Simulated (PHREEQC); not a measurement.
Make-up at 25 °C: 50 mmol/kgw HF. Closed to the air; pH follows from the charge balance.

Equilibrium calculation in PHREEQC: ion-association model, wateq4f.dat.

Each row changes one thing in this solution. Precipitation was switched off in this run.

```tsv
case	pH	ionic strength (mol/kgw)	HF (mol/kgw)	F- (mol/kgw)	HF2- (mol/kgw)
as made	2.27	0.00570	0.0366	0.00500	0.000703
HF from 0.05 to 0.5 mol/kgw	1.78	?	0.220	0.0101	0.00858
HF from 0.05 to 0.045 mol/kgw	?	0.00539	?	0.00478	0.000611
0.058 mol/kgw H3PO4 added	1.75	0.0198	0.0396	0.00173	0.000264
0.00093 mol/kgw TMAH added	2.31	0.00617	0.0362	0.00541	0.000754
HF from 0.05 to 0.025 mol/kgw	2.43	0.00393	0.0189	0.00366	?
HF replaced by (CH3)4NF at the same molality	7.89	0.0500	7.81e-7	0.0500	1.52e-7
HF replaced by NH4BF4 at the same molality	2.80	0.0519	0.00581	0.00305	6.88e-5
```

Question: Complete the blanks.

Answer: 
- HF from 0.05 to 0.5 mol/kgw, ionic strength (mol/kgw): 0.0187
- HF from 0.05 to 0.045 mol/kgw, pH: 2.30
- HF from 0.05 to 0.045 mol/kgw, HF (mol/kgw): 0.0332
- HF from 0.05 to 0.025 mol/kgw, HF2- (mol/kgw): 0.000266

Species that the database lacks are ignored. Real BF4- forms and hydrolyses slowly; the run takes it at equilibrium.
